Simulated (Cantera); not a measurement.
What does this Cantera script print?

```python
import numpy as np
import cantera as ct

gas_names = """
    CL CL2 H HCL H2 N NH NH2 NH3 N2 N2H2 N2H4 Si SiCL SiCL2 SiCL3 SiCL4 SiH SiHCL3 SiH2 SiH2CL2 SiH3
    SiH3CL SiH4 SiN Si2 Si2N Si3
""".split()
cond_names = """
    NH4CL(a) NH4CL(b) Si(cr) Si(L) Si3N4(a)
""".split()


def load(file, names, dense=False):
    # The tables refer to 1 bar. Condensed volumes are neglected.
    table = {s.name: s for s in ct.Species.list_from_file(file)}
    out = []
    for n in names:
        d = dict(table[n].input_data)
        d["thermo"] = dict(d["thermo"], **{"reference-pressure": 1e5})
        if dense:
            d["equation-of-state"] = {"model": "constant-volume", "density": "1e6 g/cm^3"}
        out.append(ct.Species.from_dict(d))
    return out


gas = ct.Solution(thermo="ideal-gas", species=load("nasa_gas.yaml", gas_names))
cond = {s.name: ct.Solution(thermo="fixed-stoichiometry", species=[s], name=s.name)
        for s in load("nasa_condensed.yaml", cond_names, dense=True)}
atoms = {
    'SiHCl3': {'Si': 1, 'H': 1, 'CL': 3},
    'HCl': {'H': 1, 'CL': 1},
    'N2': {'N': 2},
}
top_T = {'Si3N4(a)': 2400}  # K; cautious upper limits of use, not melting points


def equilibrate(T, P, feed):
    n = {}
    for name, mol in feed.items():
        for a, k in atoms[name].items():
            n[a] = n.get(a, 0.0) + k * mol
    gas.TPX = T, P, n
    mass = sum(n.values()) * gas.mean_molecular_weight
    gas.equilibrate("TP")
    valid = [c for c in cond.values() if c.min_temp <= T <= top_T.get(c.name, c.max_temp)]
    mix = ct.Mixture([(gas, mass / gas.mean_molecular_weight)] + [(c, 0.0) for c in valid])
    mix.T, mix.P = T, P
    mix.equilibrate("TP", solver="vcs", rtol=1e-11, max_steps=5000)
    return mix


results = []
feed = {'SiHCl3': 1, 'HCl': 0.15, 'N2': 13}  # mol
P = 4400  # Pa
for T in [1173, 1223, 1273, 1323, 1373, 1423, 1473, 1523, 1573, 1623, 1673, 1723, 1773]:
    mix = equilibrate(T, P, feed)
    results.append((T, P, feed, dict(zip(mix.species_names, mix.species_moles))))
    x = sorted(zip(gas.X, gas.species_names), reverse=True)
    print(f"T = {T:g} K  P = {P:g} Pa  gas = {mix.phase_moles(0):.4g} mol")
    print("   x: " + "  ".join(f"{s} {v:.3e}" for v, s in x if v > 0.001))
    print("   condensed (mol): " + ("  ".join(f"{mix.phase(i).name} {mix.phase_moles(i):.4g}"
          for i in range(1, mix.n_phases) if mix.phase_moles(i) > 1e-12) or "none"))
```

Result:

```
T = 1173 K  P = 4400 Pa  gas = 14.31 mol
   x: N2 8.876e-01  HCL 6.814e-02  SiCL4 3.750e-02  H2 6.083e-03
   condensed (mol): Si3N4(a) 0.1511
T = 1223 K  P = 4400 Pa  gas = 14.31 mol
   x: N2 8.873e-01  HCL 6.862e-02  SiCL4 3.686e-02  H2 5.819e-03  SiCL3 1.085e-03
   condensed (mol): Si3N4(a) 0.1507
T = 1273 K  P = 4400 Pa  gas = 14.32 mol
   x: N2 8.868e-01  HCL 6.895e-02  SiCL4 3.578e-02  H2 5.609e-03  SiCL3 2.006e-03
   condensed (mol): Si3N4(a) 0.1488
T = 1323 K  P = 4400 Pa  gas = 14.35 mol
   x: N2 8.860e-01  HCL 6.909e-02  SiCL4 3.394e-02  H2 5.465e-03  SiCL3 3.470e-03  SiCL2 1.940e-03
   condensed (mol): Si3N4(a) 0.1445
T = 1373 K  P = 4400 Pa  gas = 14.39 mol
   x: N2 8.844e-01  HCL 6.892e-02  SiCL4 3.087e-02  SiCL3 5.567e-03  H2 5.415e-03  SiCL2 4.643e-03
   condensed (mol): Si3N4(a) 0.1355
T = 1423 K  P = 4400 Pa  gas = 14.47 mol
   x: N2 8.818e-01  HCL 6.827e-02  SiCL4 2.610e-02  SiCL2 1.003e-02  SiCL3 8.133e-03  H2 5.510e-03
   condensed (mol): Si3N4(a) 0.119
T = 1473 K  P = 4400 Pa  gas = 14.6 mol
   x: N2 8.777e-01  HCL 6.691e-02  SiCL4 1.959e-02  SiCL2 1.923e-02  SiCL3 1.049e-02  H2 5.847e-03
   condensed (mol): Si3N4(a) 0.09253
T = 1523 K  P = 4400 Pa  gas = 14.77 mol
   x: N2 8.726e-01  HCL 6.457e-02  SiCL2 3.207e-02  SiCL4 1.238e-02  SiCL3 1.153e-02  H2 6.580e-03
   condensed (mol): Si3N4(a) 0.05708
T = 1573 K  P = 4400 Pa  gas = 14.94 mol
   x: N2 8.678e-01  HCL 6.108e-02  SiCL2 4.604e-02  SiCL3 1.058e-02  H2 7.892e-03  SiCL4 6.390e-03
   condensed (mol): Si3N4(a) 0.01907
T = 1623 K  P = 4400 Pa  gas = 15.03 mol
   x: N2 8.650e-01  HCL 6.013e-02  SiCL2 5.386e-02  SiCL3 9.048e-03  H2 8.140e-03  SiCL4 3.547e-03
   condensed (mol): none
T = 1673 K  P = 4400 Pa  gas = 15.05 mol
   x: N2 8.637e-01  HCL 6.277e-02  SiCL2 5.564e-02  SiCL3 8.212e-03  H2 6.769e-03  SiCL4 2.528e-03
   condensed (mol): none
T = 1723 K  P = 4400 Pa  gas = 15.07 mol
   x: N2 8.625e-01  HCL 6.475e-02  SiCL2 5.714e-02  SiCL3 7.378e-03  H2 5.726e-03  SiCL4 1.788e-03
   condensed (mol): none
T = 1773 K  P = 4400 Pa  gas = 15.09 mol
   x: N2 8.615e-01  HCL 6.617e-02  SiCL2 5.842e-02  SiCL3 6.557e-03  H2 4.960e-03  SiCL4 1.250e-03
   condensed (mol): none
```

Method: chemical equilibrium by Gibbs-energy minimisation in Cantera with the NASA 1993 tables (ideal gas, pure condensed phases). N2 is the only nitrogen source here; it is nearly inert below about 1500 K, so the nitride shown seldom forms there in practice. The tables' values for SiCl3, SiCl are old estimates; treat these amounts as uncertain.
